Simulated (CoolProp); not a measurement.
A single-stage vapour-compression cycle with CH3F (R41): evaporating at 195.15 K (dew point), condensing at 229.15 K (bubble point), superheat 8 K, subcooling 0 K, compressor efficiency 0.9, no pressure losses. Each further row changes one setting.

The numbers come from the reference Helmholtz-energy equation of state, Lemmon 2006 in CoolProp. It is a short technical equation, of lower accuracy than the large ones.

```
case                              cooling COP  pressure ratio  discharge temperature (K)  refrigerating effect (kJ/kg)  volumetric capacity (kJ/m³)
--------------------------------  -----------  --------------  -------------------------  ----------------------------  ---------------------------
as stated                                4.24            4.78                      301.4                           425                          917
evaporating temperature 200.15 K          [?]            3.66                      288.9                           428                          [?]
condensing temperature 224.15 K           [?]            3.92                      287.3                           436                          941
subcooling 5 K                            [?]            4.78                      301.4                           435                          940
superheat 18 K                            [?]            4.78                      315.7                           436                          891
compressor efficiency 0.8                3.77            4.78                      311.9                           425                          917
```

**Question.** Fill in the missing entries.

**Answer.** 
- evaporating temperature 200.15 K, cooling COP: 5.24
- evaporating temperature 200.15 K, volumetric capacity (kJ/m³): 1190
- condensing temperature 224.15 K, cooling COP: 5.09
- subcooling 5 K, cooling COP: 4.35
- superheat 18 K, cooling COP: 4.12
